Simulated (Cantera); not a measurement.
A closed system holds: 1 mol Si, 7.9 mol F2, 0.2 mol N2, held at 1177 °C and 76.0 mbar.

Equilibrium computed with Cantera from the NASA thermochemical tables; the gas is ideal and each condensed phase is pure. Candidate condensed phases: Si, Si3N4; 16 gas species. The numbers say what is thermodynamically allowed, not how fast it happens.

Base state: F 0.894, SiF4 0.0779, N2 0.0156, F2 0.0130 (mole fractions); condensed: gas only.

Q: What changes in the equilibrium state with this change: 0.0076 mol H2O added?

A: 
```tsv
species	before	after
F	0.894	0.892
SiF4	0.0779	0.0779
N2	0.0156	0.0156
HF	0	0.00118
O2	0	0.000293
F2	0.0130	0.0129
```
Further candidate phases: H2O, SiO2, Si2N2O.

Q: What changes in the equilibrium state with this change: 0.017 mol Cl2 added?

A: 
| species | before | after |
|---|---|---|
| F | 0.894 | 0.891 |
| SiF4 | 0.0779 | 0.0779 |
| N2 | 0.0156 | 0.0156 |
| ClF | 0 | 0.00262 |
| F2 | 0.0130 | 0.0129 |
| Cl | 0 | 3.00e-5 |
